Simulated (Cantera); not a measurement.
Input: 1 mol C₂F₆, 2.7 mol F₂, at 1.00 bar.

Method: chemical equilibrium by Gibbs-energy minimisation in Cantera with the NASA 1993 tables (ideal gas, pure condensed phases). Candidate condensed phases: C; 13 gas species. The feed counts by its element totals alone. Condensed phases not in the tables: fluorocarbon polymer. Gases not in the tables: C₂F₆ and larger saturated fluorocarbons. Rates play no part. All values below are at 798 K.

Base state: CF₄ 0.539, F₂ 0.455, F 0.00544 (mole fractions); condensed: gas only.

Q: What changes in the equilibrium state with this change: C₂F₆ replaced by CF₄?

A: 
```json
[
 {"species": "F₂", "before": "0.455", "after": "0.724"},
 {"species": "CF₄", "before": "0.539", "after": "0.269"},
 {"species": "F", "before": "0.00544", "after": "0.00686"}
]
```
